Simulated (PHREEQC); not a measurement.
1 kg of water holding 150 mmol/kgw NaBr, 0.29 mmol/kgw CaSO4, 9 mmol/kgw MgBr2, 110 mmol/kgw KCl and 150 mmol/kgw NaCl is evaporated at 25 °C; the solids stay in contact with the brine. CO2 from the air is kept out. Only these solids could form: Arcanite, Bischofite, Bloedite, Brucite, Carnallite, Epsomite, Glaserite, Glauberite, Gypsum, Anhydrite, Halite, Hexahydrite, Kainite, Kieserite, Leonite, Mirabilite, Misenite, Polyhalite, Portlandite, Schoenite, Sylvite, Syngenite, Thenardite, MgCl2_4H2O.

Model: Pitzer model, pitzer.dat, run in PHREEQC.

```csv
water left (kg),ionic strength,water activity,Halite (mol),K in solution (mol/kgw),Ca in solution (mol/kgw),S in solution (mol/kgw)
1,0.438,0.986,0,0.110,0.000290,0.000290
0.8219,0.533,0.983,0,0.134,0.000353,0.000353
0.6755,0.649,0.979,0,0.163,0.000429,0.000429
0.5552,0.789,0.975,0,0.198,0.000522,0.000522
0.4563,0.960,0.969,0,0.241,0.000636,0.000636
0.375,1.17,0.963,0,0.293,0.000773,0.000773
0.3082,1.42,0.954,0,0.357,0.000941,0.000941
0.2533,1.73,0.944,0,0.434,0.00114,0.00114
0.2082,2.10,0.931,0,0.528,0.00139,0.00139
0.1711,2.56,0.914,0,0.643,0.00169,0.00169
0.1407,3.12,0.893,0,0.782,0.00206,0.00206
0.1156,3.79,0.867,0,0.951,0.00251,0.00251
0.09502,4.61,0.833,0,1.16,0.00305,0.00305
0.07809,5.61,0.790,0,1.41,0.00371,0.00371
0.06418,6.83,0.735,0,1.71,0.00452,0.00452
0.05275,8.08,0.677,0.0116,2.09,0.00550,0.00550
0.04335,8.53,0.660,0.0684,2.54,0.00669,0.00669
```

Halite from water left = 0.05275 kg.

Species that the database lacks are ignored.
